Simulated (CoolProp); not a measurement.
Properties of hydrogen sulfide along the isobar 47.8 MPa (Tc = 100.0 °C, pc = 8.999 MPa, ω = 0.101).

Computed with CoolProp (reference Helmholtz-energy equation of state, Lemmon 2006). It is a short technical equation, of lower accuracy than the large ones.

| T (°C) | phase | density (kg/m³) | speed of sound (m/s) |
|---|---|---|---|
| -52.95 | liquid | 976.7 | 1469 |
| -28.35 | liquid | 940.8 | 1368 |
| -3.85 | liquid | 904.3 | 1270 |
| 20.65 | liquid | 866.7 | 1174 |
| 45.15 | liquid | 827.8 | 1082 |
| 69.65 | liquid | 787.3 | 993.7 |
| 94.15 | liquid | 745.3 | 909.8 |
| 118.65 | supercritical | 701.7 | 831.7 |
| 143.15 | supercritical | 656.7 | 761.0 |
| 167.65 | supercritical | 611.0 | 699.4 |
